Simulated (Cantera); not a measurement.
## Hydrocarbon pyrolysis for carbon deposition

An isothermal, constant-pressure homogeneous reactor starts with 1.96 % C2H4, 96.1 % H2, 1.90 % N2, at 1975 K and 0.0132 atm.

Cantera simulation using GRI-Mech 3.0 (53 species, 325 reactions); the numbers are that mechanism's predictions, not measurements. GRI-Mech 3.0 was tuned for natural gas; its chemistry of ethylene as a main component is partial and can be far from experiment. GRI-Mech 3.0 stops at C3 and has no aromatics, soot or wall deposition, so with more carbon than oxygen in the feed, carbon stays in small species such as C2H2 where larger ones or solid carbon would form. Radical loss at walls, strong at low pressure, is not modelled.

```
t (s)       x C2H4   x H2     x CH2    x C2H2     x C2H
--------  --------  -----  --------  --------  --------
7.00e-6     0.0196  0.961  2.61e-12   4.26e-5    <1e-12
4.12e-5     0.0194  0.961  8.89e-11  0.000250  9.32e-12
0.000242    0.0182  0.961   1.16e-9   0.00143  3.07e-10
0.00142     0.0123  0.962   4.79e-9   0.00719   8.03e-9
0.00837   0.000938  0.962   1.25e-9    0.0183   6.76e-8
0.0492     7.12e-6  0.961  7.03e-11    0.0192   2.39e-7
0.289      3.46e-6  0.959   1.03e-9    0.0192   1.15e-6
1.70       1.96e-6  0.952   3.63e-8    0.0191   3.65e-6
10.0       1.87e-6  0.951   1.12e-7    0.0191   4.01e-6
```
x: mole fraction; the columns are a selection and need not sum to one.

Equilibrium at this temperature and pressure: C2H4 1.40e-6, H2 0.951, CH2 9.90e-8, C2H2 0.0143, C2H 3.01e-6 (gas phase only).
